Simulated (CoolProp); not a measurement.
Model: reference Helmholtz-energy equation of state, Zhou 2012, in CoolProp.

For p-xylene, give the phase and the Z, expansivity (1/kK) at 105.05 °C and 0.101 MPa.


- 105.05 °C and 0.101 MPa: liquid; Z 0.00434, expansivity 1.19
